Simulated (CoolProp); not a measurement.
CH2F2 (R32) along the isotherm 435 K: fugacity coefficient from the reference equation and from simpler models built on Tc = 351.3 K, pc = 5783 kPa, ω = 0.277; each cubic takes its own stable root.

Model: reference Helmholtz-energy equation of state, Tillner-Roth 1997, in CoolProp.

| p (kPa) | phase | reference |
|---|---|---|
| 45.7 | gas | 0.9986 |
| 86.7 | gas | 0.9973 |
| 164 | gas | 0.9950 |
| 311 | gas | 0.9905 |
| 590 | gas | 0.9820 |
| 1120 | gas | 0.9660 |
| 2120 | gas | 0.9365 |
| 4020 | gas | 0.8823 |
| 7630 | supercritical | 0.7865 |
| 14500 | supercritical | 0.6354 |

### Question
How far does each simpler model (van der Waals, Peng-Robinson) lie from the reference over these 10 states: mean and median of the absolute difference, and the worst?

### Answer
- van der Waals: mean 0.5 %, median 0.0 %, worst -3.7 % at 435 K and 14500 kPa
- Peng-Robinson: mean 0.3 %, median 0.1 %, worst +2.2 % at 435 K and 14500 kPa
